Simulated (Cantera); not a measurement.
A perfectly stirred reactor is fed with NO : N₂ = 1 : 5 (molar parts), at 1330 Pa; it is held at 1900 K, and followed from long to short residence time.

Detailed kinetics in Cantera: GRI-Mech 3.0 (53 species, 325 reactions). Radical loss at walls, strong at low pressure, is not modelled.

What does this change do: NO 1 to 0.14 parts?


```tsv
quantity	before	after
x(NO) at τ = 26.0 s	0.130	0.0256
x(N₂O) at τ = 26.0 s	5.80e-6	2.74e-7
x(O) at τ = 26.0 s	0.000382	8.51e-5
x(NO₂) at τ = 26.0 s	8.93e-6	4.03e-7
x(O₂) at τ = 26.0 s	0.0181	0.000762
x(NO) at τ = 0.130 s	0.167	0.0272
x(N₂O) at τ = 0.130 s	8.15e-6	2.22e-7
x(O) at τ = 0.130 s	3.85e-5	1.16e-6
x(NO₂) at τ = 0.130 s	1.04e-6	5.79e-9
x(O₂) at τ = 0.130 s	1.21e-5	5.04e-8
```
